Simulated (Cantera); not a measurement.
A perfectly stirred reactor is fed with N2O : O2 = 1 : 0.51 (molar parts), at 0.651 atm; it is held at 1475 K, and followed from long to short residence time.

Computed with Cantera and GRI-Mech 3.0 (53 species, 325 reactions). GRI-Mech 3.0 was tuned for natural gas; its chemistry of N2O as a main component is partial and can be far from experiment. The temperature is held fixed by assumption; the heat of reaction is taken as removed at once.

**Question.** What does this change do: N2O 1 to 0.14 parts?

**Answer.** 
```csv
quantity,before,after
x(N2O) at τ = 11.0 s,0.00294,0.00114
x(O2) at τ = 11.0 s,0.487,0.800
x(O) at τ = 11.0 s,7.68e-6,7.90e-6
x(N2) at τ = 11.0 s,0.481,0.188
x(NO2) at τ = 11.0 s,0.000163,7.85e-5
x(N2O) at τ = 55.0 ms,0.238,0.0867
x(O2) at τ = 55.0 ms,0.410,0.785
x(O) at τ = 55.0 ms,4.44e-5,4.44e-5
x(N2) at τ = 55.0 ms,0.285,0.104
x(NO2) at τ = 55.0 ms,0.000313,0.000121
```

**Question.** What does this change do: temperature 1475 to 1000 K?

**Answer.** 
| quantity | before | after |
|---|---|---|
| x(N2O) at τ = 11.0 s | 0.00294 | 0.626 |
| x(O2) at τ = 11.0 s | 0.487 | 0.346 |
| x(O) at τ = 11.0 s | 7.68e-6 | 3.92e-8 |
| x(N2) at τ = 11.0 s | 0.481 | 0.0269 |
| x(NO2) at τ = 11.0 s | 0.000163 | 1.15e-5 |
| x(N2O) at τ = 55.0 ms | 0.238 | 0.662 |
| x(O2) at τ = 55.0 ms | 0.410 | 0.338 |
| x(O) at τ = 55.0 ms | 4.44e-5 | 4.02e-8 |
| x(N2) at τ = 55.0 ms | 0.285 | 0.000144 |
| x(NO2) at τ = 55.0 ms | 0.000313 | 4.81e-9 |
The mechanism lacks the step 2 NO + O2 → 2 NO2, which can matter for NO2 below about 1400 K.
